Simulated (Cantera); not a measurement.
Mixture: CH4 : O2 : N2 = 1 : 1.82 : 6.84 (molar parts), at 600 Torr, adiabatic and at constant pressure. Ignition delay is the time to a rise of 400 K.

Detailed kinetics in Cantera: GRI-Mech 3.0 (53 species, 325 reactions).

**Question.** Predict: delay at 1173 K; delay at 1273 K; delay at 1373 K; delay at 1473 K; apparent activation energy between 1423 and 1523 K.

**Answer.** 
```json
{
  "delay at 1173 K": "86.8 ms",
  "delay at 1273 K": "21.1 ms",
  "delay at 1373 K": "5.89 ms",
  "delay at 1473 K": "1.90 ms",
  "apparent activation energy between 1423 and 1523 K": "190 kJ/mol"
}
```
